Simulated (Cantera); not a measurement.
What does this Cantera script print?

```python
import numpy as np
import cantera as ct

gas_names = """
    F F2 H HF H2 H2F2 H3F3 H4F4 H5F5 H6F6 H7F7 N NF NF2 NF3 NH NH2 NH3 N2 N2H2 N2H4 Si SiF SiF2 SiF3
    SiF4 SiH SiHF3 SiH2 SiH2F2 SiH3 SiH3F SiH4 SiN Si2 Si2N Si3
""".split()
cond_names = """
    Si(cr) Si(L) Si3N4(a)
""".split()


def load(file, names, dense=False):
    # The tables refer to 1 bar. Condensed volumes are neglected.
    table = {s.name: s for s in ct.Species.list_from_file(file)}
    out = []
    for n in names:
        d = dict(table[n].input_data)
        d["thermo"] = dict(d["thermo"], **{"reference-pressure": 1e5})
        if dense:
            d["equation-of-state"] = {"model": "constant-volume", "density": "1e6 g/cm^3"}
        out.append(ct.Species.from_dict(d))
    return out


gas = ct.Solution(thermo="ideal-gas", species=load("nasa_gas.yaml", gas_names))
cond = {s.name: ct.Solution(thermo="fixed-stoichiometry", species=[s], name=s.name)
        for s in load("nasa_condensed.yaml", cond_names, dense=True)}
atoms = {
    'SiF4': {'Si': 1, 'F': 4},
    'NH3': {'N': 1, 'H': 3},
    'N2': {'N': 2},
}
top_T = {'Si3N4(a)': 2400}  # K; cautious upper limits of use, not melting points


def equilibrate(T, P, feed):
    n = {}
    for name, mol in feed.items():
        for a, k in atoms[name].items():
            n[a] = n.get(a, 0.0) + k * mol
    gas.TPX = T, P, n
    mass = sum(n.values()) * gas.mean_molecular_weight
    gas.equilibrate("TP")
    valid = [c for c in cond.values() if c.min_temp <= T <= top_T.get(c.name, c.max_temp)]
    mix = ct.Mixture([(gas, mass / gas.mean_molecular_weight)] + [(c, 0.0) for c in valid])
    mix.T, mix.P = T, P
    mix.equilibrate("TP", solver="vcs", rtol=1e-11, max_steps=5000)
    return mix


results = []
P = 1000  # Pa
for T in [748, 773, 798, 823, 848, 873, 898, 923, 948, 973, 998, 1023, 1048, 1073]:
    for m in [1.4, 3.2, 4.9, 6.7, 8.5, 10, 12]:
        feed = {'SiF4': 1, 'NH3': 2.5, 'N2': m}  # mol
        mix = equilibrate(T, P, feed)
        results.append((T, P, feed, dict(zip(mix.species_names, mix.species_moles))))

for T, P, feed, n in results:
    print(f"{T:7g} {feed['N2']:10.4g}  " + (" + ".join(c for c in cond_names if n.get(c, 0) > 1e-12) or "gas only"))
```

Output:

```
    748        1.4  Si3N4(a)
    748        3.2  Si3N4(a)
    748        4.9  Si3N4(a)
    748        6.7  Si3N4(a)
    748        8.5  Si3N4(a)
    748         10  Si3N4(a)
    748         12  Si3N4(a)
    773        1.4  Si3N4(a)
    773        3.2  Si3N4(a)
    773        4.9  Si3N4(a)
    773        6.7  Si3N4(a)
    773        8.5  Si3N4(a)
    773         10  Si3N4(a)
    773         12  Si3N4(a)
    798        1.4  Si3N4(a)
    798        3.2  Si3N4(a)
    798        4.9  Si3N4(a)
    798        6.7  Si3N4(a)
    798        8.5  Si3N4(a)
    798         10  Si3N4(a)
    798         12  Si3N4(a)
    823        1.4  Si3N4(a)
    823        3.2  Si3N4(a)
    823        4.9  Si3N4(a)
    823        6.7  Si3N4(a)
    823        8.5  Si3N4(a)
    823         10  Si3N4(a)
    823         12  Si3N4(a)
    848        1.4  Si3N4(a)
    848        3.2  Si3N4(a)
    848        4.9  Si3N4(a)
    848        6.7  Si3N4(a)
    848        8.5  Si3N4(a)
    848         10  Si3N4(a)
    848         12  Si3N4(a)
    873        1.4  Si3N4(a)
    873        3.2  Si3N4(a)
    873        4.9  Si3N4(a)
    873        6.7  Si3N4(a)
    873        8.5  Si3N4(a)
    873         10  Si3N4(a)
    873         12  Si3N4(a)
    898        1.4  Si3N4(a)
    898        3.2  Si3N4(a)
    898        4.9  Si3N4(a)
    898        6.7  Si3N4(a)
    898        8.5  Si3N4(a)
    898         10  Si3N4(a)
    898         12  Si3N4(a)
    923        1.4  Si3N4(a)
    923        3.2  Si3N4(a)
    923        4.9  Si3N4(a)
    923        6.7  Si3N4(a)
    923        8.5  Si3N4(a)
    923         10  Si3N4(a)
    923         12  Si3N4(a)
    948        1.4  Si3N4(a)
    948        3.2  Si3N4(a)
    948        4.9  Si3N4(a)
    948        6.7  Si3N4(a)
    948        8.5  Si3N4(a)
    948         10  Si3N4(a)
    948         12  Si3N4(a)
    973        1.4  Si3N4(a)
    973        3.2  Si3N4(a)
    973        4.9  Si3N4(a)
    973        6.7  Si3N4(a)
    973        8.5  Si3N4(a)
    973         10  Si3N4(a)
    973         12  Si3N4(a)
    998        1.4  Si3N4(a)
    998        3.2  Si3N4(a)
    998        4.9  Si3N4(a)
    998        6.7  Si3N4(a)
    998        8.5  Si3N4(a)
    998         10  Si3N4(a)
    998         12  Si3N4(a)
   1023        1.4  Si3N4(a)
   1023        3.2  Si3N4(a)
   1023        4.9  Si3N4(a)
   1023        6.7  Si3N4(a)
   1023        8.5  Si3N4(a)
   1023         10  Si3N4(a)
   1023         12  Si3N4(a)
   1048        1.4  Si3N4(a)
   1048        3.2  Si3N4(a)
   1048        4.9  Si3N4(a)
   1048        6.7  Si3N4(a)
   1048        8.5  Si3N4(a)
   1048         10  Si3N4(a)
   1048         12  Si3N4(a)
   1073        1.4  Si3N4(a)
   1073        3.2  Si3N4(a)
   1073        4.9  Si3N4(a)
   1073        6.7  Si3N4(a)
   1073        8.5  Si3N4(a)
   1073         10  Si3N4(a)
   1073         12  Si3N4(a)
```

Method: chemical equilibrium by Gibbs-energy minimisation in Cantera with the NASA 1993 tables (ideal gas, pure condensed phases). The tables' values for SiF2, SiF3 are old estimates.
